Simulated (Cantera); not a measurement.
A perfectly stirred reactor is fed with N₂O = 1 (molar parts), at 59.3 Torr; it is held at 1425 K, and followed from long to short residence time.

Computed with Cantera and GRI-Mech 3.0 (53 species, 325 reactions). GRI-Mech 3.0 was tuned for natural gas; its chemistry of N2O as a main component is partial and can be far from experiment. The temperature is held fixed by assumption; the heat of reaction is taken as removed at once.

Question: What does this change do: 0.016 parts H2O added?

Answer: 
```tsv
quantity	before	after
x(N₂O) at τ = 2.50 s	0.139	0.130
x(NO) at τ = 2.50 s	0.114	0.0996
x(NO₂) at τ = 2.50 s	8.36e-5	0.000166
x(O) at τ = 2.50 s	3.04e-5	2.83e-5
x(O₂) at τ = 2.50 s	0.230	0.236
x(N₂O) at τ = 65.0 ms	0.855	0.833
x(NO) at τ = 65.0 ms	0.0202	0.0187
x(NO₂) at τ = 65.0 ms	1.06e-5	0.000483
x(O) at τ = 65.0 ms	3.34e-5	3.26e-5
x(O₂) at τ = 65.0 ms	0.0382	0.0409
```
